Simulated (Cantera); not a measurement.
Feed: 1 mol CH2F2, 4.1 mol H2, held at 1873.15 K and 133 Pa.

Cantera equilibrium calculation (NASA polynomials, part measured and part estimated; ideal gas, pure solids and liquids). Candidate condensed phases: C, C6H6, C7H8, C8H18; 95 gas species. Rates play no part.

Base state: H2 0.660, HF 0.326, H 0.0144, C2H2 (acetylene) 0.000206 (mole fractions); condensed: C(graphite).

Question: What changes in the equilibrium state with this change: pressure from 133 Pa to 360 Pa?

Answer: 
```tsv
species	before	after
H2	0.660	0.665
HF	0.326	0.326
H	0.0144	0.00878
C2H2 (acetylene)	0.000206	0.000208
C(graphite), mol	0.997	0.997
```

Question: What changes in the equilibrium state with this change: H2 from 4.1 to 0.046 mol?

Answer: 
| species | before | after |
|---|---|---|
| HF | 0.326 | 0.976 |
| H2 | 0.660 | 0.0212 |
| H | 0.0144 | 0.00258 |
| C2H2 (acetylene) | 0.000206 | 6.62e-6 |
| F | 1.68e-6 | 2.82e-5 |
| C(graphite), mol | 0.997 | 1.000 |
